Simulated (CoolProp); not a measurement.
R410A along the isobar 6500 kPa: density (kg/m³) from the reference equation and from simpler models built on Tc = 71.3 °C, pc = 4901 kPa, ω = 0.296; each cubic takes its own stable root.

The numbers come from the reference Helmholtz-energy equation of state, Lemmon 2003 in CoolProp. It is a pseudo-pure fit of the blend.

```json
[
 {"T (°C)": "60.75", "phase": "liquid", "reference": "901.8"},
 {"T (°C)": "69.25", "phase": "liquid", "reference": "827.7"},
 {"T (°C)": "77.75", "phase": "supercritical", "reference": "714.7"},
 {"T (°C)": "86.25", "phase": "supercritical", "reference": "482.3"},
 {"T (°C)": "94.75", "phase": "supercritical", "reference": "330.5"},
 {"T (°C)": "103.15", "phase": "supercritical", "reference": "275.2"},
 {"T (°C)": "111.65", "phase": "supercritical", "reference": "243.2"},
 {"T (°C)": "120.15", "phase": "supercritical", "reference": "221.3"},
 {"T (°C)": "128.65", "phase": "supercritical", "reference": "205.0"},
 {"T (°C)": "137.05", "phase": "supercritical", "reference": "192.2"},
 {"T (°C)": "145.55", "phase": "supercritical", "reference": "181.6"}
]
```

Q: How far does each simpler model (Redlich-Kwong, Soave-Redlich-Kwong, Peng-Robinson) lie from the reference over these 11 states: mean and median of the absolute difference, and the worst?

A: 
- Redlich-Kwong: mean 8.7 %, median 2.9 %, worst -24.0 % at 69.25 °C and 6500 kPa
- Soave-Redlich-Kwong: mean 11.7 %, median 7.0 %, worst -25.0 % at 77.75 °C and 6500 kPa
- Peng-Robinson: mean 6.0 %, median 1.9 %, worst -17.9 % at 77.75 °C and 6500 kPa
